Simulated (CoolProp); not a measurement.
n-heptane along the isotherm 600 K: Z from the reference equation and from simpler models built on Tc = 541.2 K, pc = 2.774 MPa, ω = 0.349; each cubic takes its own stable root.

Computed with CoolProp (reference Helmholtz-energy equation of state, Span 2003). It is a short technical equation, of lower accuracy than the large ones.

```tsv
p (MPa)	phase	reference	van der Waals	Soave-Redlich-Kwong	Peng-Robinson
1.85	gas	0.8215	0.8222	0.8316	0.8112
3.7	supercritical	0.5973	0.5355	0.6332	0.6016
5.55	supercritical	0.4220	0.4652	0.5055	0.4717
7.4	supercritical	0.4406	0.5472	0.5250	0.4833
9.25	supercritical	0.4974	0.6388	0.5797	0.5301
11.1	supercritical	0.5612	0.7316	0.6425	0.5853
12.9	supercritical	0.6250	0.8215	0.7058	0.6415
14.8	supercritical	0.6927	0.9156	0.7732	0.7016
16.6	supercritical	0.7566	1.004	0.8369	0.7586
18.5	supercritical	0.8236	1.096	0.9037	0.8185
20.3	supercritical	0.8865	1.183	0.9666	0.8750
22.2	supercritical	0.9524	1.274	1.032	0.9341
24	supercritical	1.014	1.359	1.094	0.9897
25.9	supercritical	1.079	1.448	1.159	1.048
27.7	supercritical	1.140	1.533	1.220	1.103
```
